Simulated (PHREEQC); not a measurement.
PHREEQC input (ion-association model, wateq4f.dat):

```
SOLUTION_MASTER_SPECIES
  An  An-  0  An  62.0  # stands for a non-complexing anion
SOLUTION_SPECIES
  An- = An-
    -log_k 0
    -gamma 3.0 0
PHASES
  Fix_H+
    H+ = H+
    -log_k 0
SOLUTION 1
  temp 25
  units mmol/kgw
  pH 7 charge
  Se(4) 0.003
  Na 50.006
  An 50
END
SELECTED_OUTPUT 1
  -reset false
  -pH true
  -pe true
  -ionic_strength true
  -water true
  -totals Na Se Se(-2) Se(4) Se(6)
  -molalities Hfo_wOH Hfo_wOH2+ Hfo_wO- Hfo_sOH Hfo_sOH2+ Hfo_sO- Hfo_wSeO3- Hfo_wOHSeO3-2
USER_PUNCH 1
  -headings sigma psi
  10 PUNCH EDL("sigma", "Hfo"), EDL("psi", "Hfo")
PRINT
  -reset false
USE solution 1
SURFACE 1
  Hfo_wOH 0.000217978 600 0.097
  Hfo_sOH 5.44944e-06
EQUILIBRIUM_PHASES 1
  Fix_H+ -3 HAn 10
    -force_equality true
END
# ... the last block is repeated for the other 16 points of pH, with NaOH or the acid as the point needs
```

Selected output (columns that matter, 17 of 17 rows; pH added in front):

```
pH	mu	Na	Se	m_Hfo_wOH	m_Hfo_wOH2+	m_Hfo_wO-	m_Hfo_sOH	m_Hfo_sOH2+	m_Hfo_sO-	m_Hfo_wSeO3-	m_Hfo_wOHSeO3-2	sigma	psi
3	0.051284	0.050006	6.5125e-08	7.3363e-06	0.0002077	5.9363e-09	1.8591e-07	5.2634e-06	1.5043e-10	2.8752e-06	5.9696e-08	0.34811	0.16789
3.5	0.050475	0.050006	2.0946e-08	1.9559e-05	0.0001954	4.485e-08	4.9574e-07	4.9526e-06	1.1368e-09	2.8135e-06	1.6555e-07	0.32688	0.16507
4	0.05021	0.050006	1.057e-08	4.2354e-05	0.0001724	2.3838e-07	1.0736e-06	4.3698e-06	6.0422e-09	2.6122e-06	3.7725e-07	0.28708	0.15856
4.5	0.050113	0.050006	7.956e-09	7.2657e-05	0.00014147	8.5483e-07	1.8417e-06	3.5861e-06	2.1668e-08	2.2982e-06	6.9383e-07	0.23294	0.14793
5	0.050071	0.050006	8.1094e-09	0.00010288	0.0001099	2.2061e-06	2.6077e-06	2.7858e-06	5.5921e-08	1.9299e-06	1.062e-06	0.17636	0.13377
5.5	0.050048	0.050006	1.0268e-08	0.00012744	8.3066e-05	4.4793e-06	3.2304e-06	2.1055e-06	1.1354e-07	1.572e-06	1.4178e-06	0.12629	0.11689
6	0.050033	0.050006	1.5425e-08	0.00014458	6.2782e-05	7.6279e-06	3.6648e-06	1.5913e-06	1.9334e-07	1.268e-06	1.7166e-06	0.085967	0.097743
6.5	0.050023	0.050006	2.7094e-08	0.00015506	4.861e-05	1.1332e-05	3.9302e-06	1.232e-06	2.8721e-07	1.034e-06	1.9389e-06	0.055228	0.076535
7	0.050016	0.050006	5.5576e-08	0.00016077	3.9141e-05	1.5127e-05	4.0742e-06	9.9193e-07	3.8335e-07	8.6234e-07	2.0821e-06	0.03249	0.053451
7.5	0.050011	0.050006	1.3385e-07	0.00016363	3.2754e-05	1.8727e-05	4.1453e-06	8.2976e-07	4.7441e-07	7.2806e-07	2.1381e-06	0.015549	0.028904
8	0.050007	0.050006	3.8019e-07	0.00016507	2.7956e-05	2.2329e-05	4.177e-06	7.0741e-07	5.6502e-07	5.8595e-07	2.0339e-06	0.0018499	0.0036202
8.5	0.05001	0.050013	1.1171e-06	0.0001658	2.3501e-05	2.6796e-05	4.1811e-06	5.9265e-07	6.7573e-07	3.6582e-07	1.5171e-06	-0.011238	-0.021386
9	0.050026	0.050032	2.2587e-06	0.00016524	1.8905e-05	3.3089e-05	4.1452e-06	4.7423e-07	8.3004e-07	1.2076e-07	6.205e-07	-0.026364	-0.045458
9.5	0.050061	0.050072	2.8392e-06	0.00016184	1.4452e-05	4.152e-05	4.0491e-06	3.6157e-07	1.0388e-06	2.1205e-08	1.3959e-07	-0.046498	-0.068671
10	0.050154	0.050174	2.9705e-06	0.00015414	1.0143e-05	5.3664e-05	3.8541e-06	2.536e-07	1.3418e-06	2.9725e-09	2.6555e-08	-0.074054	-0.090404
10.5	0.050432	0.050463	2.9943e-06	0.00014016	6.2927e-06	7.1519e-05	3.5041e-06	1.5732e-07	1.788e-06	4.0346e-10	5.2827e-09	-0.11086	-0.11016
11	0.051291	0.051335	2.9988e-06	0.0001182	3.3179e-06	9.6461e-05	2.9549e-06	8.2948e-08	2.4115e-06	5.4448e-11	1.1402e-09	-0.15829	-0.12767
```

Complexes and solids missing from the database can't appear. The database's selenite sorption wasn't checked against measurements; a fall in acid may be a fault of its surface constants. The oxide is taken as insoluble; below pH 4 it would dissolve.
